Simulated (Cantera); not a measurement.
Cantera run:

```python
import numpy as np
import cantera as ct

gas_names = """
    C CO CO2 C2 C2O C3 C3O2 C4 C5 Mg MgO Mg2 O O2 O3
""".split()
cond_names = """
    C(gr) Mg(cr) Mg(L) MgCO3(s) MgO(s) MgO(L)
""".split()


# ... load() reads the species with a 1 bar reference pressure and builds the phases ...
atoms = {
    'MgO': {'Mg': 1, 'O': 1},
    'CO': {'C': 1, 'O': 1},
    'C': {'C': 1},
}
top_T = {'C(gr)': 4500}  # K; cautious upper limits of use, not melting points


# ... equilibrate(T, P, feed) seeds the gas with the atoms and calls Mixture.equilibrate('TP', solver="vcs", rtol=1e-11, max_steps=5000) ...
results = []
feed = {'MgO': 1, 'CO': 3.4, 'C': 4.3}  # mol
P = 1000  # Pa
for T in [1575, 1600, 1625, 1650, 1675, 1700, 1725, 1750, 1775]:
    mix = equilibrate(T, P, feed)
    results.append((T, P, feed, dict(zip(mix.species_names, mix.species_moles))))

top = {s: max(r[3][s] / sum(r[3][g] for g in gas_names) for r in results) for s in gas_names}
cols = sorted((s for s in top if top[s] > 1e-06), key=lambda s: -top[s])[:5]
seen = [c for c in cond_names if any(r[3].get(c, 0) > 1e-12 for r in results)]
print("log10 of partial pressures in bar; condensed amounts in mol")
print(f"{'T/K':>10s}" + "".join(f"{s[:9]:>10s}" for s in cols + seen))
for T, P, feed, n in results:
    ng = sum(n[g] for g in gas_names)
    print(f"{T:10.4g}" + "".join(f"{np.log10(max(n[s] / ng * P / 1e5, 1e-99)):10.3f}" for s in cols)
          + "".join(f"{n.get(c, 0):10.4g}" for c in seen))
```

It prints:

```
log10 of partial pressures in bar; condensed amounts in mol
       T/K        CO        Mg       CO2     C(gr)    MgO(s)
      1575    -2.030    -3.178    -7.511      4.04    0.7398
      1600    -2.072    -2.816    -7.680     3.552     0.252
      1625    -2.089    -2.732    -7.797       3.3         0
      1650    -2.089    -2.732    -7.876       3.3         0
      1675    -2.089    -2.732    -7.953       3.3         0
      1700    -2.089    -2.732    -8.028       3.3         0
      1725    -2.089    -2.732    -8.101       3.3         0
      1750    -2.089    -2.732    -8.171       3.3         0
      1775    -2.089    -2.732    -8.239       3.3         0
```

Cantera equilibrium calculation (NASA polynomials, part measured and part estimated; ideal gas, pure solids and liquids).
